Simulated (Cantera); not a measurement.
**Equilibrium for titanium nitride, carbide and oxide coatings: Ti(OiPr)₄ + H₂O + H₂**

A closed system holds: 1 mol Ti(OiPr)₄, 0.89 mol H₂O, 1.3 mol H₂, held at 100000 Pa.

These are equilibrium values from Cantera (NASA tables, ideal gas, pure condensed phases), not measurements of a reactor. Candidate condensed phases: C, C₆H₆, C₇H₈, C₈H₁₈, H₂O, Ti, TiC, TiO, TiO₂, Ti₂O₃, Ti₃O₅, Ti₄O₇; 113 gas species. The feed counts by its element totals alone. TiC: taken at fixed stoichiometry. Condensed phases not in the tables: Magnéli phases beyond Ti₄O₇. Rates play no part.

```
T (K)   x H₂   x CO     x CH₄     x H₂O     x CO₂      x H  x C₂H₂ (acetylene)  n C(graphite)  n TiO₂(rutile)  n Ti₄O₇(s)  n Ti₃O₅(s)  n TiC(s)
-----  -----  -----  --------  --------  --------  -------  ------------------  -------------  --------------  ----------  ----------  --------
1148   0.830  0.147    0.0164   0.00588  0.000883  6.52e-8             3.08e-8           8.93            1.00           0           0         0
1198   0.836  0.150    0.0112   0.00332  0.000435  1.74e-7             8.26e-8           8.97            1.00           0           0         0
1248   0.839  0.151   0.00786   0.00194  0.000224  4.28e-7             2.04e-7           9.00            1.00           0           0         0
1298   0.831  0.162   0.00550   0.00125  0.000139  9.77e-7             4.64e-7           8.78               0       0.250           0         0
1348   0.829  0.166   0.00401  0.000802   8.20e-5  2.11e-6             9.97e-7           8.72               0           0       0.333         0
1398   0.830  0.166   0.00301  0.000522   4.83e-5  4.31e-6             2.04e-6           8.73               0           0       0.333         0
1448   0.831  0.166   0.00231  0.000350   2.95e-5  8.40e-6             3.95e-6           8.74               0           0       0.333         0
1498   0.766  0.232   0.00152  0.000310   3.64e-5  1.50e-5             6.75e-6           6.08               0           0           0      1.00
1548   0.766  0.232   0.00121  0.000218   2.37e-5  2.70e-5             1.20e-5           6.09               0           0           0      1.00
1598   0.767  0.232  0.000968  0.000157   1.59e-5  4.66e-5             2.07e-5           6.09               0           0           0      1.00
1648   0.767  0.232  0.000788  0.000116   1.09e-5  7.80e-5             3.43e-5           6.09               0           0           0      1.00
```
x: gas mole fraction; n: condensed amount in mol.

From 1148 K to 1248 K the condensed part is C(graphite) + TiO₂(rutile). At 1298 K the condensed part is C(graphite) + Ti₄O₇(s). From 1348 K to 1448 K the condensed part is C(graphite) + Ti₃O₅(s). From 1498 K to 1648 K the condensed part is C(graphite) + TiC(s).
